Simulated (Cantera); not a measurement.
An isothermal, constant-pressure homogeneous reactor starts with 62.5 % NO, 37.5 % N2, at 1875 K and 100.0 Torr.

Model: GRI-Mech 3.0 (53 species, 325 reactions), integrated in Cantera.

Problem. Predict: x(NO) at 2.00 s; x(O2) at 2.00 s; x(O) at 2.00 s; x(NO2) at 2.00 s; x(N2) at 2.00 s; x(N2O) at 2.00 s.

Solution. 
```
Property                                             Result
----------------  -----------------------------------------
x(NO) at 2.00 s       0.521 (gas-phase equilibrium 0.00603)
x(O2) at 2.00 s        0.0519 (gas-phase equilibrium 0.309)
x(O) at 2.00 s    0.000168 (gas-phase equilibrium 0.000369)
x(NO2) at 2.00 s   0.000207 (gas-phase equilibrium 5.75e-6)
x(N2) at 2.00 s         0.427 (gas-phase equilibrium 0.684)
x(N2O) at 2.00 s   0.000103 (gas-phase equilibrium 1.17e-7)
```
